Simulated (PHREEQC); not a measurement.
Synthetic water in mmol/kgw, 45 °C, pH 7:

| constituent | mmol/kgw |
|---|---|
| Na | 51.1 |
| K | 24.4 |
| Ca | 2.2 |
| Mg | 13 |
| Cl | 68.3 |
| S(6) | 16.9 |
| Alkalinity (meq/kgw) | 1.26 |
| Si | 0.0148 |

Valence states are taken as typed.

Computed with PHREEQC (Pitzer model, pitzer.dat).

Precipitation was switched off in this run.

Task: Order these C species by the share of C that they hold, largest first: CO3-2, HCO3-, MgCO3, CO2.

Result: HCO3- (87 %), CO2 (12 %), MgCO3 (0.18 %), CO3-2 (0.16 %)

The pH is 7.00 and the ionic strength 0.137 mol/kgw. Constants without temperature data keep their 25 °C values here.
